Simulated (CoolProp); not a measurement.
A single-stage vapour-compression cycle with the fluid: evaporating at 266.15 K (dew point), condensing at 307.15 K (bubble point), superheat 10 K, subcooling 2 K, compressor efficiency 0.6, no pressure losses. The same conditions are run with several fluids, on thermodynamics alone (safety and materials aside).

Values from CoolProp's reference Helmholtz-energy equation of state of each fluid (neopentane: Lemmon 2006; R21: Platzer 1990; chloromethane (R40): Thol 2014; R125: Lemmon 2005; trans-2-butene: Lemmon 2005; c-C4F8 (RC318): Platzer 1990). The equations of Platzer and Polt are older, rougher fits.

```csv
fluid,cooling COP,pressure ratio,discharge temperature (K),refrigerating effect (kJ/kg),volumetric capacity (kJ/m³)
neopentane,3.32,___,324.9,256,442
R21,3.43,4.67,378.8,213,___
chloromethane (R40),3.32,3.70,402.6,357,1650
R125,2.89,___,330.2,95.5,___
trans-2-butene,3.41,4.15,___,___,633
c-C4F8 (RC318),___,___,315.0,82.3,723
```

Q: What belongs in the gaps?

A: 
- neopentane, pressure ratio: 4.23
- R21, volumetric capacity (kJ/m³): 512
- R125, pressure ratio: 3.25
- R125, volumetric capacity (kJ/m³): 3010
- trans-2-butene, discharge temperature (K): 341.9
- trans-2-butene, refrigerating effect (kJ/kg): 339
- c-C4F8 (RC318), cooling COP: 3.08
- c-C4F8 (RC318), pressure ratio: 4.25
